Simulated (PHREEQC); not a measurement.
Solution (25 °C): 0.0023 mol HF, 0.00048 mol NaF and 0.15 mol H2SO4 per kg of water. Closed to the air; pH follows from the charge balance.

Equilibrium calculation in PHREEQC: ion-association model, phreeqc.dat.

Each row changes one thing in this solution. This is a speciation only: nothing precipitates in the calculation.

```tsv
case	pH	ionic strength (mol/kgw)	HSO4- (mol/kgw)	SO4-2 (mol/kgw)	Na+ (mol/kgw)	F- (mol/kgw)
as made	0.86	0.198	0.126	0.0238	0.000464	1.97e-5
H2SO4 from 0.15 to 0.225 mol/kgw	0.70	0.283	0.196	0.0290	0.000463	1.46e-5
temperature from 25 to 20 °C	0.85	0.202	0.124	0.0258	0.000463	2.12e-5
diluted 2-fold with water	1.12	0.109	0.0580	0.0170	0.000233	…
diluted 10-fold with water	1.72	0.0288	…	0.00692	4.71e-5	1.10e-5
```

### Question
Fill in the missing entries.

### Answer

- diluted 2-fold with water, F- (mol/kgw): 1.65e-5
- diluted 10-fold with water, HSO4- (mol/kgw): 0.00808
